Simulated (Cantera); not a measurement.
An isothermal, constant-pressure homogeneous reactor starts with 1.83 % CH2O, 8.27 % O2, 89.9 % N2, equivalence ratio 0.22, at 1425 K and 375 Torr.

Computed with Cantera and GRI-Mech 3.0 (53 species, 325 reactions). The temperature is held fixed by assumption; the heat of reaction is taken as removed at once.

x: mole fraction; the columns are a selection and need not sum to one.

```csv
t (s),x CH2O,x O2,x HO2,x CH2,x CO2,x NO,x H
0.000200,0.0157,0.0810,0.000571,1.93e-11,1.04e-5,<1e-12,…
0.000632,0.00141,0.0745,0.000277,4.13e-12,0.000681,4.49e-11,…
0.00200,<1e-12,0.0647,5.49e-6,<1e-12,0.0151,1.53e-6,…
0.00632,<1e-12,0.0643,1.61e-6,<1e-12,0.0181,1.98e-6,…
0.0200,<1e-12,0.0643,2.53e-7,<1e-12,0.0183,2.02e-6,…
0.0632,<1e-12,0.0644,4.50e-8,<1e-12,0.0183,2.04e-6,…
0.200,<1e-12,0.0644,1.85e-8,<1e-12,0.0183,2.04e-6,…
0.632,<1e-12,0.0644,1.64e-8,<1e-12,0.0183,2.05e-6,2.61e-9
2.00,<1e-12,0.0644,1.64e-8,<1e-12,0.0183,2.05e-6,2.53e-9
6.32,<1e-12,0.0644,1.64e-8,<1e-12,0.0183,2.06e-6,2.53e-9
20.0,<1e-12,0.0644,1.64e-8,<1e-12,0.0183,2.08e-6,2.53e-9
63.2,<1e-12,0.0644,1.64e-8,<1e-12,0.0183,2.17e-6,2.53e-9
200,<1e-12,0.0644,1.64e-8,<1e-12,0.0183,2.43e-6,2.53e-9
```

Fill in the missing entries.


- 0.000200, x H: 5.75e-6
- 0.000632, x H: 1.96e-5
- 0.00200, x H: 0.000730
- 0.00632, x H: 2.10e-5
- 0.0200, x H: 7.41e-7
- 0.0632, x H: 4.46e-8
- 0.200, x H: 5.66e-9
